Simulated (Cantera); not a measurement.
Charge: 1 mol SiO₂, 3.8 mol SiCl₄, 7.5 mol O₂, equilibrated at 73.0 Pa.

Method: chemical equilibrium by Gibbs-energy minimisation in Cantera with the NASA 1993 tables (ideal gas, pure condensed phases). Candidate condensed phases: Si, SiO₂; 15 gas species. The tables hold silica as quartz up to 1696 K and as liquid above; real silica turns to tridymite and cristobalite and melts near 1996 K. Kinetics and transport are ignored.

**Question.** Which condensed phases are stable at each of these points (T (K)): 650, 750, 850, 950, 1050, 1150, 1250?

**Answer.** 
| T (K) | condensed phases | Si condensed (%) |
|---|---|---|
| 650 | SiO₂(α-quartz) | 100.0 |
| 750 | SiO₂(α-quartz) | 100.0 |
| 850 | SiO₂(β-quartz) | 100.0 |
| 950 | SiO₂(β-quartz) | 100.0 |
| 1050 | SiO₂(β-quartz) | 100.0 |
| 1150 | SiO₂(β-quartz) | 100.0 |
| 1250 | SiO₂(β-quartz) | 100.0 |

From 650 K to 750 K the condensed part is SiO₂(α-quartz). From 850 K to 1250 K the condensed part is SiO₂(β-quartz).
